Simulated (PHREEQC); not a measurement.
Solution A (150 mmol/kgw NH4HF2, 5.6 mmol/kgw H2SiF6 and 12 mmol/kgw H2SO4) is mixed with solution B (0.1 mol HF, 0.0018 mol NH4HF2 and 1.1e-05 mol H4SiO4 per kg of water) at 25 °C; shares are by mass of water, 1 kg in all. O2 is buffered at 0.21 atm. No CO2 enters from the air. Only these solids could form: Chalcedony.

All values are PHREEQC results (ion-association model, wateq4f.dat), not measurements.

```tsv
share of solution B	pH	SO4-2 (mol/kgw)	NH4SO4- (mol/kgw)	F- (mol/kgw)	HF2- (mol/kgw)
0	2.95	0.00730	0.00436	0.0837	0.0328
0.05	2.94	0.00701	0.00405	0.0800	0.0309
0.1	2.93	0.00672	0.00375	0.0762	0.0291
0.15	2.91	0.00642	0.00345	0.0724	0.0273
0.2	2.90	0.00611	0.00315	0.0686	0.0255
0.25	2.88	0.00580	0.00287	0.0648	0.0237
0.3	2.86	0.00547	0.00259	0.0609	0.0220
0.35	2.85	0.00515	0.00232	0.0571	0.0202
0.4	2.83	0.00481	0.00205	0.0532	0.0186
0.45	2.80	0.00447	0.00180	0.0493	0.0169
0.5	2.78	0.00411	0.00155	0.0453	0.0153
0.55	2.75	0.00375	0.00132	0.0414	0.0137
0.6	2.72	0.00337	0.00110	0.0374	0.0122
0.65	2.68	0.00299	0.000885	0.0334	0.0107
0.7	2.64	0.00259	0.000689	0.0295	0.00921
0.75	2.59	0.00218	0.000510	0.0255	0.00780
0.8	2.54	0.00176	0.000350	0.0216	0.00644
0.85	2.47	0.00132	0.000213	0.0177	0.00515
0.9	2.39	0.000870	0.000104	0.0140	0.00395
0.95	2.29	0.000422	3.05e-5	0.0105	0.00286
1	2.16	0	0	0.00735	0.00192
```

wateq4f.dat counts part of the HF as a dimer, H2F2, which phreeqc.dat doesn't know; its constant is uncertain. SiF6-2 is the database's only silicon fluoride.
